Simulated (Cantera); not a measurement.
Feed: 1 mol c-C4F8, 1.5 mol CH4, 0.81 mol H2, equilibrated at 23.0 mbar.

Method: chemical equilibrium by Gibbs-energy minimisation in Cantera with the NASA 1993 tables (ideal gas, pure condensed phases). Candidate condensed phases: C, C6H6, C7H8, C8H18; 110 gas species. Ions and electrons are included (thermal ionisation). The feed counts by its element totals alone. Gases not in the tables: C2F6 and larger saturated fluorocarbons. Equilibrium is a limit: real reactors are often held back by kinetics, nucleation or transport.

x: gas mole fraction; n: condensed amount in mol.

```csv
T (K),x HF,x F,x H,x C,x C3,x CF,x C2,n C(graphite)
2000,0.980,0.00563,8.24e-6,1.32e-9,1.20e-9,2.61e-5,1.02e-10,5.39
2500,0.953,0.0396,0.00138,7.24e-6,2.16e-5,0.00129,1.99e-6,5.46
3000,0.814,0.0950,0.0575,0.00220,0.0136,0.0110,0.00138,4.97
3500,[?],[?],[?],[?],[?],[?],0.0238,0
4000,[?],0.360,0.351,[?],[?],[?],0.0224,0
4500,0.00676,0.375,0.359,0.251,0.000327,0.00280,0.00497,0
5000,0.00136,0.378,0.360,0.258,9.87e-6,0.000642,0.00102,0
```

Question: Complete the blanks.

Answer: 
- 4000, x HF: 0.0472
- 4000, x C: 0.191
- 4000, x C3: 0.0129
- 4000, x CF: 0.0134
- 3500, x HF: 0.302
- 3500, x F: 0.253
- 3500, x H: 0.244
- 3500, x C: 0.0528
- 3500, x C3: 0.0867
- 3500, x CF: 0.0288
